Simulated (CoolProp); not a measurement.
Vapour-liquid equilibrium of R134a (1) + R142b (2) at -61.15 °C; x and y are mole fractions of (1).

The numbers come from the multi-fluid Helmholtz-energy mixture model, Tillner-Roth 1994 and Lemmon 2006; pair parameters Bell 2016 in CoolProp.

```csv
x,"bubble pressure, mixture model (kPa)","bubble pressure, Raoult's law (kPa)","y, mixture model","y, Raoult's law"
0.05,[?],7.010,0.130,0.105
0.15,[?],7.825,0.326,0.283
0.25,9.420,8.640,[?],0.427
0.35,10.37,9.455,0.573,0.546
0.45,11.23,10.27,0.658,0.646
0.55,[?],11.08,0.730,0.732
0.65,12.70,11.90,0.793,0.806
0.75,13.34,12.71,0.851,0.870
0.85,13.94,13.53,0.908,0.927
0.95,14.49,14.34,0.968,0.977
```

### Question
Some entries are withheld; supply them.

### Answer

- 0.05, bubble pressure, mixture model (kPa): 7.215
- 0.15, bubble pressure, mixture model (kPa): 8.368
- 0.25, y, mixture model: 0.466
- 0.55, bubble pressure, mixture model (kPa): 12.00

The largest gap from Raoult's law is +9.7 % in bubble pressure, at x = 0.35. No azeotrope shows between x = 0.05 and 0.95.

Pair parameters are fitted to limited data, so mixtures are less certain than the pure fluids.
